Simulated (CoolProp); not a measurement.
Computed with CoolProp (reference Helmholtz-energy equation of state, Penoncello 2003).

Task: For CHF3 (R23), give the phase and the density (kg/m³), cp (kJ/(kg K)), expansivity (1/kK) at 330.9 K and 11.2 MPa; 330.9 K and 29.7 MPa.

Result: 
- 330.9 K and 11.2 MPa: supercritical; density 716, cp 2.19, expansivity 14.3
- 330.9 K and 29.7 MPa: supercritical; density 1030, cp 1.37, expansivity 3.67
